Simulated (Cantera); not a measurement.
A Cantera script and what it prints.

```python
import numpy as np
import cantera as ct

gas_names = [...]  # 114 gases of nasa_gas.yaml made of C, Fe, H, O
cond_names = """
    C(gr) C6H6(L) C7H8(L) C8H18(L),n-octa Fe(a) Fe(c) Fe(d) Fe(L) FeC5O5(L) FeO(s) FeO(L) Fe(OH)2(s)
    Fe(OH)3(s) Fe2O3(s) Fe3O4(s) H2O(s) H2O(L)
""".split()


# ... load() reads the species with a 1 bar reference pressure and builds the phases ...
atoms = {
    'Fe(CO)5': {'Fe': 1, 'C': 5, 'O': 5},
    'H2': {'H': 2},
}
top_T = {'C(gr)': 4500, 'Fe2O3(s)': 1830, 'Fe3O4(s)': 1870}  # K; cautious upper limits of use, not melting points


# ... equilibrate(T, P, feed) seeds the gas with the atoms and calls Mixture.equilibrate('TP', solver="vcs", rtol=1e-11, max_steps=5000) ...
results = []
feed = {'Fe(CO)5': 1, 'H2': 6.9}  # mol
T = 1450  # K
P = 51000  # Pa
mix = equilibrate(T, P, feed)
results.append((T, P, feed, dict(zip(mix.species_names, mix.species_moles))))
x = sorted(zip(gas.X, gas.species_names), reverse=True)
print(f"T = {T:g} K  P = {P:g} Pa  gas = {mix.phase_moles(0):.4g} mol")
print("   x: " + "  ".join(f"{s} {v:.3e}" for v, s in x if v > 0.001))
print("   condensed (mol): " + ("  ".join(f"{mix.phase(i).name} {mix.phase_moles(i):.4g}"
      for i in range(1, mix.n_phases) if mix.phase_moles(i) > 1e-12) or "none"))
```

Result:

```
T = 1450 K  P = 51000 Pa  gas = 11.89 mol
   x: H2 5.791e-01  CO 4.200e-01
   condensed (mol): Fe(c) 1
```

These are equilibrium values from Cantera (NASA tables, ideal gas, pure condensed phases), not measurements of a reactor.
